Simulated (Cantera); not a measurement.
Charge: 1 mol PbO, 55 mol N2, held at 1175 °C and 1.00 bar.

Method: chemical equilibrium by Gibbs-energy minimisation in Cantera with the NASA 1993 tables (ideal gas, pure condensed phases). Candidate condensed phases: Pb, PbO, PbO2, Pb3O4; 12 gas species. Gases not in the tables: (PbO)n polymers. Equilibrium is a limit: real reactors are often held back by kinetics, nucleation or transport.

Base state: N2 0.994, PbO 0.00444, Pb 0.000790, O2 0.000373, NO 4.45e-5 (mole fractions); condensed: PbO(l).

Q: What changes in the equilibrium state with this change: temperature from 1175 °C to 475 °C?

A: 
| species | before | after |
|---|---|---|
| N2 | 0.994 | 1.00 |
| PbO | 0.00444 | <1e-9 |
| Pb | 0.000790 | <1e-9 |
| O2 | 0.000373 | <1e-9 |
| NO | 4.45e-5 | <1e-9 |
| PbO(l), mol | 0.711 | 0 |
| PbO(red), mol | 0 | 1.00 |
